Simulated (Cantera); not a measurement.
What does this Cantera script print?

```python
import numpy as np
import cantera as ct

gas_names = """
    H HNO HNO2 HNO3 HO2 H2 H2O H2O2 N NH NH2 NH3 NH2OH NO NO2 NO3 N2 N2H2 N2H4 N2O O OH O2 O3 V VN VO
    VO2
""".split()
cond_names = """
    H2O(s) H2O(L) V(cr) V(L) VN(s) VO(s) VO(L) V2O3(s) V2O3(L) V2O4(I) V2O4(II) V2O4(L) V2O5(s) V2O5(L)
""".split()


# ... load() reads the species with a 1 bar reference pressure and builds the phases ...
atoms = {
    'V': {'V': 1},
    'NH3': {'N': 1, 'H': 3},
    'N2O': {'N': 2, 'O': 1},
}
top_T = {'VN(s)': 2300}  # K; cautious upper limits of use, not melting points


# ... equilibrate(T, P, feed) seeds the gas with the atoms and calls Mixture.equilibrate('TP', solver="vcs", rtol=1e-11, max_steps=5000) ...
results = []
feed = {'V': 1, 'NH3': 0.41, 'N2O': 1.8}  # mol
T = 2050  # K
for P in [0.1, 0.75, 5.6, 42, 320, 2400, 18000, 130000, 1000000]:
    mix = equilibrate(T, P, feed)
    results.append((T, P, feed, dict(zip(mix.species_names, mix.species_moles))))

top = {s: max(r[3][s] / sum(r[3][g] for g in gas_names) for r in results) for s in gas_names}
cols = sorted((s for s in top if top[s] > 0.001), key=lambda s: -top[s])[:9]
seen = [c for c in cond_names if any(r[3].get(c, 0) > 1e-12 for r in results)]
print("log10 of partial pressures in bar; condensed amounts in mol")
print(f"{'P/Pa':>10s}" + "".join(f"{s[:9]:>10s}" for s in cols + seen))
for T, P, feed, n in results:
    ng = sum(n[g] for g in gas_names)
    print(f"{P:10.4g}" + "".join(f"{np.log10(max(n[s] / ng * P / 1e5, 1e-99)):10.3f}" for s in cols)
          + "".join(f"{n.get(c, 0):10.4g}" for c in seen))
```

Result:

```
log10 of partial pressures in bar; condensed amounts in mol
      P/Pa        N2         H       VO2        H2       H2O        VO         O         V        OH   V2O3(s)
       0.1    -6.322    -6.578    -6.736    -7.868    -9.623    -7.279    -8.147    -8.828    -9.295         0
      0.75    -5.427    -5.837    -5.829    -6.386    -8.086    -6.426    -8.092    -8.030    -8.499         0
       5.6    -4.531    -5.251    -4.932    -5.214    -6.912    -5.532    -8.089    -7.139    -7.911         0
        42    -3.574    -4.746    -4.217    -4.204    -4.996    -5.723    -7.184    -8.235    -6.500    0.2647
       320    -2.632    -4.339    -3.901    -3.389    -3.549    -6.039    -6.552    -9.183    -5.460    0.4456
      2400    -1.740    -3.915    -3.840    -2.541    -2.579    -6.100    -6.430    -9.366    -4.914     0.492
   1.8e+04    -0.862    -3.478    -3.832    -1.667    -1.689    -6.108    -6.414    -9.390    -4.461    0.4989
   1.3e+05    -0.002    -3.048    -3.832    -0.807    -0.828    -6.108    -6.412    -9.392    -4.030    0.4999
     1e+06     0.884    -2.604    -3.832     0.080     0.059    -6.108    -6.412    -9.391    -3.587       0.5
```

Method: chemical equilibrium by Gibbs-energy minimisation in Cantera with the NASA 1993 tables (ideal gas, pure condensed phases). Condensed phases not in the tables: the oxides between V2O3 and V2O5 other than VO2.
